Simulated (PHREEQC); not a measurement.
Consider water at 25 °C with 0.0013 mol NH3, 0.0001 mol H3BO3 and 0.00026 mol K2CO3 per kg of water. Closed to the air; pH follows from the charge balance.

Equilibrium calculation in PHREEQC: ion-association model, phreeqc.dat.

No solid was allowed to form.

Problem. Predict the pH, ionic strength.

Solution. pH 10.22; ionic strength 0.000767 mol/kgw.

Problem. In which forms is B present?

Solution. H2BO3- 91 %, H3BO3 9.1 % of the B.
